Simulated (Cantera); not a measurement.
## Equilibrium for chemical vapour transport: Fe2O3 + HCl + H2

Charge: 1 mol Fe2O3, 0.021 mol HCl, 6.1 mol H2, at 2630 Torr.

Cantera equilibrium calculation (NASA polynomials, part measured and part estimated; ideal gas, pure solids and liquids). Candidate condensed phases: Fe, FeCl2, FeCl3, FeO, Fe(OH)2, Fe(OH)3, Fe2O3, Fe3O4, H2O; 22 gas species. Mutual solubility and eutectic melting of coexisting phases are not modelled. The tables' stoichiometric FeO is somewhat more stable than real wüstite, so its field is too wide. FeO: taken at fixed stoichiometry. Equilibrium is a limit: real reactors are often held back by kinetics, nucleation or transport.

From 950 K to 1000 K the condensed part is FeO(s). From 1050 K to 1150 K the condensed part is Fe(α) + FeO(s). From 1200 K to 1250 K the condensed part is Fe(γ) + FeO(s). The main Fe-bearing gas is FeCl2 throughout.

| T (K) | log p H2 | log p H2O | log p HCl | log p FeCl2 | log p H | log p Fe(OH)2 | n FeO(s) | n Fe(α) | n Fe(γ) |
|---|---|---|---|---|---|---|---|---|---|
| 950 | 0.46 | -0.24 | -1.92 | -5.27 | -9.02 | -8.69 | 2.00 | 0 | 0 |
| 1000 | 0.46 | -0.24 | -1.92 | -5.10 | -8.41 | -8.19 | 2.00 | 0 | 0 |
| 1050 | 0.46 | -0.23 | -1.92 | -4.96 | -7.86 | -7.73 | 1.98 | 0.0219 | 0 |
| 1100 | 0.45 | -0.19 | -1.92 | -4.87 | -7.36 | -7.28 | 1.87 | 0.125 | 0 |
| 1150 | 0.45 | -0.15 | -1.92 | -4.78 | -6.90 | -6.87 | 1.77 | 0.226 | 0 |
| 1200 | 0.44 | -0.12 | -1.92 | -4.71 | -6.49 | -6.50 | 1.68 | 0 | 0.323 |
| 1250 | 0.43 | -0.09 | -1.92 | -4.64 | -6.10 | -6.15 | 1.58 | 0 | 0.418 |
log p: log10 of the partial pressure in bar; n: condensed amount in mol.
